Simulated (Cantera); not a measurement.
A perfectly stirred reactor is fed with N2O : H2 : N2 = 1 : 0.0091 : 5.3 (molar parts), at 22000 Pa; it is held at 1448 K, and followed from long to short residence time.

Model: GRI-Mech 3.0 (53 species, 325 reactions), integrated in Cantera. GRI-Mech 3.0 was tuned for natural gas; its chemistry of N2O as a main component is partial and can be far from experiment. The temperature is held fixed by assumption; the heat of reaction is taken as removed at once.

| quantity | before | after |
|---|---|---|
| x(N2O) at τ = 13.0 s | 0.00247 | 0.00148 |
| x(H2) at τ = 13.0 s | 6.46e-7 | 4.43e-7 |
| x(N2) at τ = 13.0 s | 0.917 | 0.920 |
| x(HO2) at τ = 13.0 s | 1.67e-8 | 2.20e-8 |
| x(NO) at τ = 13.0 s | 0.0154 | 0.0104 |
| x(N2O) at τ = 85.0 ms | 0.0987 | 0.0755 |
| x(H2) at τ = 85.0 ms | 3.91e-5 | 2.27e-5 |
| x(N2) at τ = 85.0 ms | 0.867 | 0.878 |
| x(HO2) at τ = 85.0 ms | 2.63e-7 | 1.68e-7 |
| x(NO) at τ = 85.0 ms | 0.0106 | 0.0143 |

Task: Which change was made?
A. temperature 1448 to 1000 K
B. pressure from 22000 Pa to 101000 Pa
C. pressure from 22000 Pa to 560 Pa
D. pressure from 22000 Pa to 42000 Pa

Result: D, pressure from 22000 Pa to 42000 Pa
